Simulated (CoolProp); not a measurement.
c-C4F8 (RC318) along the isobar 3.89 MPa: Z from the reference equation and from simpler models built on Tc = 388.4 K, pc = 2.778 MPa, ω = 0.355; each cubic takes its own stable root.

Values from CoolProp's reference Helmholtz-energy equation of state, Platzer 1990. This equation is an older, rougher fit; its heat capacities, sound speeds and derivatives of the liquid may be far off and weren't checked against measurements.

| T (K) | phase | reference |
|---|---|---|
| 297.8 | liquid | 0.2063 |
| 322.8 | liquid | 0.2035 |
| 347.8 | liquid | 0.2055 |
| 372.7 | liquid | 0.2165 |
| 397.7 | supercritical | 0.2668 |
| 422.6 | supercritical | 0.5351 |
| 447.6 | supercritical | 0.6786 |
| 472.5 | supercritical | 0.7597 |

Q: How far does each simpler model (van der Waals, Redlich-Kwong, Peng-Robinson) lie from the reference over these 8 states: mean and median of the absolute difference, and the worst?

A: 
- van der Waals: mean 35.0 %, median 39.0 %, worst +55.9 % at 297.8 K and 3.89 MPa
- Redlich-Kwong: mean 11.3 %, median 11.7 %, worst +16.5 % at 372.7 K and 3.89 MPa
- Peng-Robinson: mean 3.8 %, median 2.8 %, worst +8.9 % at 397.7 K and 3.89 MPa
